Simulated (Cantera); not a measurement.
# Halide evaporation, hydrolysis and transport: CaF2 + HF + H2 + O2

Input: 1 mol CaF2, 0.041 mol HF, 0.34 mol H2, 0.17 mol O2, equilibrated at 1.33 mbar.

These are equilibrium values from Cantera (NASA tables, ideal gas, pure condensed phases), not measurements of a reactor. Candidate condensed phases: Ca, CaF2, CaO, Ca(OH)2, H2O; 29 gas species. Mutual solubility and eutectic melting of coexisting phases are not modelled. The numbers say what is thermodynamically allowed, not how fast it happens.

```
T (K)   x H2O   x HF    x CaF2      x H2  n CaF2(s)  n CaO(s)  n CaF2(l)
-----  ------  -----  --------  --------  ---------  --------  ---------
1323    0.892  0.108   2.10e-5  0.000277      1.000         0          0
1423    0.788  0.211  0.000288  0.000744      0.978    0.0220          0
1523    0.609  0.386   0.00265   0.00159      0.933    0.0660          0
1623    0.394  0.583    0.0179   0.00269      0.858     0.132          0
1723    0.200  0.703    0.0908   0.00351          0     0.208      0.733
1823   0.0592  0.585     0.350   0.00293          0     0.276      0.369
1923   0.0352  0.440     0.516   0.00357          0     0.284          0
```
x: gas mole fraction; n: condensed amount in mol.

At 1323 K the condensed part is CaF2(s). From 1423 K to 1623 K the condensed part is CaF2(s) + CaO(s). From 1723 K to 1823 K the condensed part is CaF2(l) + CaO(s). At 1923 K the condensed part is CaO(s). The main Ca-bearing gas is CaF2 throughout.
